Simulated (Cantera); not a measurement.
A freely propagating, adiabatic, planar premixed flame of CH4 : C2H6 : C3H8 : O2 : N2 : H2O = 1 : 1.2 : 0.08 : 6 : 16.8 : 3.4 (molar parts), unburnt at 425 K and 500000 Pa; mixture-averaged transport, grid criteria slope 0.08 and curve 0.16, no radiation.

Computed with Cantera and GRI-Mech 3.0 (53 species, 325 reactions). Burning velocities carry a grid error of a few per cent, more on coarse grids.

### Question
How do the results move with these cheaper or finer settings: unity-Lewis-number transport; multicomponent transport; multicomponent+Soret transport; grid criteria slope 0.5, curve 1; grid criteria slope 0.25, curve 0.5; grid criteria slope 0.03, curve 0.06?

### Answer
```
setting                               laminar burning velocity  thermal thickness  peak x(CH2)  peak x(C2H2)  grid points
------------------------------------  ------------------------  -----------------  -----------  ------------  -----------
as above                                             53.0 cm/s          0.0943 mm      6.05e-5       0.00170          142
unity-Lewis-number transport                         41.5 cm/s           0.109 mm      5.73e-5       0.00139          141
multicomponent transport                             53.8 cm/s          0.0960 mm      6.10e-5       0.00172          143
multicomponent+Soret transport                       53.3 cm/s          0.0959 mm      6.03e-5       0.00168          143
grid criteria slope 0.5, curve 1                     58.5 cm/s           0.102 mm      5.97e-5       0.00169           38
grid criteria slope 0.25, curve 0.5                  55.2 cm/s          0.0975 mm      6.02e-5       0.00168           61
grid criteria slope 0.03, curve 0.06                 52.2 cm/s          0.0935 mm      6.00e-5       0.00168          356
```
The base run took about 9 core-seconds (a rough figure).
Unity Lewis numbers drop preferential diffusion, which matters most where H2 and H carry the flame; Soret adds thermal diffusion.
